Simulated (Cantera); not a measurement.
Feed: 1 mol SiCl4, 0.71 mol Cl2, 9.1 mol H2, held at 19.0 bar.

These are equilibrium values from Cantera (NASA tables, ideal gas, pure condensed phases), not measurements of a reactor. Candidate condensed phases: Si; 19 gas species. Kinetics and transport are ignored. All values below are at 825 K.

Base state: H2 0.775, HCl 0.132, SiCl4 0.0918, SiHCl3 0.000667 (mole fractions); condensed: gas only.

Task: What changes in the equilibrium state with this change: SiCl4 replaced by Si?

Result: 
| species | before | after |
|---|---|---|
| H2 | 0.775 | 0.952 |
| SiHCl3 | 0.000667 | 0.0286 |
| SiCl4 | 0.0918 | 0.0137 |
| HCl | 0.132 | 0.000565 |
| SiH3Cl | <1e-9 | 0.000207 |
| SiH2Cl2 | 4.09e-7 | 0.00503 |
| Si(s), mol | 0 | 0.554 |
